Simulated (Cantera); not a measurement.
A diamond (100) surface in a fixed gas of H2 with x(CH4) = 0.0094, x(CH3) = 1.5e-05, at 998 K, 75.0 Torr; coverages are run to steady state.

Detailed kinetics in Cantera: the Harris–Goodwin 1993 mechanism for the reconstructed diamond (100) surface.

One state of this run: growth (µm/h) = 0.766; θ c6HH = 0.598; θ c6H* = 0.0181; θ c6*H = 0.372; θ c6** = 0.00948; θ c6HM = 0.00205. θ: site fractions in the mechanism's names (c6HH fully hydrogenated, c6H* and c6*H radical sites, c6** diradical, c6HM methylated).

**Question.** Which value of x(H) does it belong to?
A) 0.00063
B) 0.00025
C) 0.0039
D) 0.15

**Answer.** C, 0.0039
